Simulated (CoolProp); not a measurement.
A Linde-Hampson liquefier for nitrogen: isothermal reversible compression at 290 K from 1 atm to 20 MPa, throttling to 1 atm, return gas leaving the recuperator 5 K below the feed. Each further row changes one setting.

Computed with CoolProp (reference Helmholtz-energy equation of state, Span 2000).

| case | liquid yield per pass | compression work (kJ/kg of gas) |
|---|---|---|
| as stated | 0.071 | 455 |
| high pressure 40 MPa | 0.091 | 522 |
| warm-end temperature 320 K | 0.049 | 505 |
| warm-end gap 10 K | 0.059 | 455 |
